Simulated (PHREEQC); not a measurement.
A solution holds 0.013 mol KOH and 0.036 mol KH2PO4 per kg of water, at 25 °C. Closed to the air; pH follows from the charge balance.

Computed with PHREEQC (ion-association model, wateq4f.dat).

This is a speciation only: nothing precipitates in the calculation.

Problem. What pH, ionic strength does the model give?

Solution. pH 6.67; ionic strength 0.0610 mol/kgw.

Problem. In which forms is K present?

Solution. K+ 99 %, KHPO4- 1.0 % of the K.

H3PO4, which wateq4f.dat lacks, is added to it with the constant of phreeqc.dat.
